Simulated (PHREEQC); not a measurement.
Dissolve 24 mmol/kgw NH4HS at 25 °C. Closed to the air; pH follows from the charge balance.

All values are PHREEQC results (ion-association model, wateq4f.dat), not measurements.

Each row changes one thing in this solution. Precipitation was switched off in this run.

```tsv
case	pH	ionic strength (mol/kgw)	NH4+ (mol/kgw)	NH3 (mol/kgw)
as made	8.09	0.0226	0.0226	0.00137
0.00027 mol/kgw HBr added	8.04	0.0228	0.0228	0.00124
diluted 100-fold with water	8.07	0.000225	0.000225	1.50e-5
NH4HS replaced by NH4Br at the same molality	5.49	0.0240	0.0240	3.65e-6
0.0022 mol/kgw Na3PO4 added	8.45	0.0298	0.0211	0.00288
NH4HS from 0.024 to 0.0216 mol/kgw	8.09	0.0204	0.0204	0.00124
NH4HS replaced by NH4HCO3 at the same molality	7.77	0.0234	0.0233	0.000671
diluted 5-fold with water	8.09	0.00451	0.00451	0.000295
```

H3PO4, which wateq4f.dat lacks, is added to it with the constant of phreeqc.dat. The polysulfide entries of wateq4f.dat were taken out for this run.
